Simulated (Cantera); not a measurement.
Thermodynamics of silicon oxide and oxynitride deposition, feed SiF4 + NO + N2

A closed system holds: 1 mol SiF4, 0.24 mol NO, 2.1 mol N2, equilibrated at 77.0 Pa.

These are equilibrium values from Cantera (NASA tables, ideal gas, pure condensed phases), not measurements of a reactor. Candidate condensed phases: Si, SiO2, Si2N2O, Si3N4; 28 gas species. The tables' values for SiF3, SiF2, SiO2 are old estimates; treat these amounts as uncertain. Kinetics and transport are ignored.

From 350 °C to 1850 °C nothing is condensed. The main Si-bearing gas is SiF4 throughout.

```
T (°C)   x N2  x SiF4    x O2       x F       x O
------  -----  ------  ------  --------  --------
350     0.665   0.299  0.0359    <1e-12    <1e-12
500     0.665   0.299  0.0359    <1e-12    <1e-12
650     0.665   0.299  0.0359  1.75e-11  8.52e-11
800     0.665   0.299  0.0359   2.00e-9   8.50e-9
950     0.665   0.299  0.0359   7.20e-8   2.76e-7
1100    0.665   0.299  0.0358   1.19e-6   4.20e-6
1250    0.664   0.299  0.0356   1.14e-5   3.75e-5
1400    0.664   0.299  0.0353   9.79e-5  0.000226
1550    0.663   0.298  0.0345  0.000603   0.00101
1700    0.660   0.295  0.0327   0.00293   0.00353
1850    0.652   0.286  0.0282    0.0120   0.00985
```
x: gas mole fraction; nothing condenses.
